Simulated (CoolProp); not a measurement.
A single-stage vapour-compression cycle with R152A: evaporating at 235.15 K (dew point), condensing at 286.15 K (bubble point), superheat 8 K, subcooling 5 K, compressor efficiency 0.65, no pressure losses. Each further row changes one setting.

Model: reference Helmholtz-energy equation of state, Outcalt 1996, in CoolProp. It is a modified Benedict-Webb-Rubin equation, recast in Helmholtz form.

```csv
case,cooling COP,pressure ratio,discharge temperature (K),refrigerating effect (kJ/kg),volumetric capacity (kJ/m³)
as stated,2.54,7.87,353.1,273,478
evaporating temperature 240.15 K,2.93,6.14,345.5,277,611
condensing temperature 281.15 K,2.87,[?],344.2,282,493
subcooling 10 K,[?],7.87,353.1,282,493
superheat 18 K,2.52,7.87,364.6,283,473
compressor efficiency 0.55,[?],7.87,[?],273,478
```

### Question
Fill in the missing entries.

### Answer

- condensing temperature 281.15 K, pressure ratio: 6.67
- subcooling 10 K, cooling COP: 2.62
- compressor efficiency 0.55, cooling COP: 2.15
- compressor efficiency 0.55, discharge temperature (K): 369.2
